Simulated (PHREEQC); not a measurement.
A column of 0.2 m (30 cells, dispersivity 0.01 m, 720 s a shift, diffusion coefficient 3e-10 m²/s) holds 0.31 eq of the database's cation exchanger X per kg of pore water, first in equilibrium with 0.00093 mol/kgw MnCl2 and 1e-05 mol/kgw HCl. It is flushed with 0.063 mol/kgw CaCl2 and 1e-05 mol/kgw HCl, at 40 °C. Values are for the last cell. The system is closed to CO2. Precipitation was switched off in this run.

The series has 31 steps of pore volumes, from 0 to 7.017.

Equilibrium calculation in PHREEQC: ion-association model, phreeqc.dat.

**Question.** After how many pore volumes does Ca at the outlet first reach half of its feed value?

**Answer.** By 3.5 pore volumes.

Constants without temperature data keep their 25 °C values here.
